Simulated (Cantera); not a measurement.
# Equilibrium for thermal oxidation and active oxidation of silicon: Si + H₂O + H₂

Input: 1 mol Si, 0.019 mol H₂O, 190 mol H₂, held at 1 atm.

Cantera equilibrium calculation (NASA polynomials, part measured and part estimated; ideal gas, pure solids and liquids). Candidate condensed phases: H₂O, Si, SiO₂; 18 gas species. Mutual solubility and eutectic melting of coexisting phases are not modelled. The tables hold silica as quartz up to 1696 K and as liquid above; real silica turns to tridymite and cristobalite and melts near 1996 K. Gases not in the tables: Si₂H₆ and higher silanes. Kinetics and transport are ignored.

```csv
T (K),x H₂,x H,x SiH₂,x SiO,x Si,x SiH,x SiH₄,n Si(s),n SiO₂(β-quartz),n Si(l)
948,1.00,5.21e-10,1.90e-11,5.19e-11,<1e-12,<1e-12,3.58e-7,0.990,0.00950,0
1048,1.00,7.67e-9,3.55e-10,3.47e-9,<1e-12,<1e-12,4.73e-7,0.990,0.00950,0
1148,1.000,7.12e-8,3.97e-9,1.10e-7,<1e-12,3.85e-12,5.94e-7,0.990,0.00949,0
1248,1.000,4.64e-7,3.02e-8,2.00e-6,7.65e-12,8.60e-11,7.18e-7,0.990,0.00930,0
1348,1.000,2.30e-6,1.69e-7,2.33e-5,1.86e-10,1.20e-9,8.45e-7,0.988,0.00724,0
1448,1.000,9.16e-6,7.48e-7,9.90e-5,2.89e-9,1.16e-8,9.73e-7,0.981,0,0
1548,1.000,3.06e-5,2.73e-6,9.95e-5,3.14e-8,8.36e-8,1.10e-6,0.980,0,0
1648,1.000,8.85e-5,8.47e-6,9.97e-5,2.54e-7,4.71e-7,1.23e-6,0.979,0,0
1748,1.000,0.000227,2.05e-5,9.98e-5,1.44e-6,1.92e-6,1.20e-6,0,0,0.976
1848,0.999,0.000527,4.16e-5,9.98e-5,6.19e-6,6.21e-6,1.09e-6,0,0,0.970
1948,0.999,0.00112,7.83e-5,9.98e-5,2.29e-5,1.77e-5,1.00e-6,0,0,0.958
2048,0.997,0.00222,0.000138,9.98e-5,7.46e-5,4.56e-5,9.25e-7,0,0,0.931
```
x: gas mole fraction; n: condensed amount in mol.

From 948 K to 1348 K the condensed part is Si(s) + SiO₂(β-quartz). From 1448 K to 1648 K the condensed part is Si(s). From 1748 K to 2048 K the condensed part is Si(l). The main Si-bearing gas is SiH₄ at 948 K and SiH₂ at 2048 K.
